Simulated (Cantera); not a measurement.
SiCl4 + HCl + H2 + Cl2 (silicon epitaxy and polysilicon growth)

Feed: 1 mol SiCl4, 0.55 mol HCl, 26 mol H2, 0.11 mol Cl2, held at 1.33 mbar.

Cantera equilibrium calculation (NASA polynomials, part measured and part estimated; ideal gas, pure solids and liquids). Candidate condensed phases: Si; 19 gas species. The tables' values for SiCl3, SiCl are old estimates; treat these amounts as uncertain. The numbers say what is thermodynamically allowed, not how fast it happens.

From 1350 K to 1500 K the condensed part is Si(s). From 1525 K to 1625 K nothing is condensed. The main Si-bearing gas is SiCl2 throughout.

```
T (K)   x H2   x HCl  x SiCl2       x H  n Si(s)
-----  -----  ------  -------  --------  -------
1350   0.868  0.0992   0.0319   6.08e-5   0.0540
1375   0.868  0.0989   0.0325   8.74e-5   0.0447
1400   0.868  0.0984   0.0329  0.000124   0.0358
1425   0.868  0.0979   0.0334  0.000174   0.0271
1450   0.868  0.0975   0.0337  0.000241   0.0187
1475   0.868  0.0970   0.0341  0.000331   0.0105
1500   0.868  0.0965   0.0344  0.000449  0.00257
1525   0.868  0.0963   0.0345  0.000604        0
1550   0.868  0.0964   0.0346  0.000804        0
1575   0.868  0.0964   0.0346   0.00106        0
1600   0.867  0.0965   0.0345   0.00139        0
1625   0.867  0.0966   0.0345   0.00180        0
```
x: gas mole fraction; n: condensed amount in mol.
